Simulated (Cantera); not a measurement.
Feed: 1 mol Si, 24 mol HCl, 0.35 mol N2, at 1100 °C and 14.0 Pa.

Cantera equilibrium calculation (NASA polynomials, part measured and part estimated; ideal gas, pure solids and liquids). Candidate condensed phases: NH4Cl, Si, Si3N4; 28 gas species. The tables' values for SiCl3 are old estimates; treat these amounts as uncertain. Equilibrium is a limit: real reactors are often held back by kinetics, nucleation or transport.

Base state: HCl 0.889, H2 0.0544, SiCl2 0.0256, N2 0.0145, SiCl4 0.00892, SiCl3 0.00703, Cl 0.000890, H 6.58e-5 (mole fractions); condensed: gas only.

**Question.** What changes in the equilibrium state with this change: temperature from 1100 °C to 300 °C?

**Answer.** 
```
species    before   after
-------  --------  ------
HCl         0.889   0.857
H2         0.0544  0.0857
SiCl4     0.00892  0.0428
SiCl2      0.0256   <1e-9
N2         0.0145  0.0150
SiCl3     0.00703   <1e-9
Cl       0.000890   <1e-9
H         6.58e-5   <1e-9
```
